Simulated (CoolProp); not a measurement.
A Linde-Hampson liquefier for oxygen: isothermal reversible compression at 250 K from 1 atm to 20 MPa, throttling to 1 atm, return gas leaving the recuperator 0 K below the feed. Each further row changes one setting.

Values from CoolProp's reference Helmholtz-energy equation of state, Schmidt 1985.

| case | liquid yield per pass | compression work (kJ/kg of gas) |
|---|---|---|
| as stated | 0.177 | 329 |
| high pressure 40 MPa | 0.242 | 369 |
| warm-end temperature 280 K | 0.128 | 375 |
| warm-end gap 5 K | 0.167 | 329 |
